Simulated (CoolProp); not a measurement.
Vapour-liquid equilibrium of propylene (1) + 1-butene (2) at 0.2 MPa; x and y are mole fractions of (1).

Computed with CoolProp (multi-fluid Helmholtz-energy mixture model, Lemmon 2013 and Lemmon 2005; pair parameters Bell 2016).

Question: Give the bubble temperature and the first vapour's composition at x = 0.35, 0.65, 0.95. Is there an azeotrope?

Answer: x = 0.35: 262.8 K, y = 0.705; x = 0.65: 251.0 K, y = 0.901; x = 0.95: 242.8 K, y = 0.990. No azeotrope shows between x = 0.05 and 0.95.

Pair parameters are fitted to limited data, so mixtures are less certain than the pure fluids.
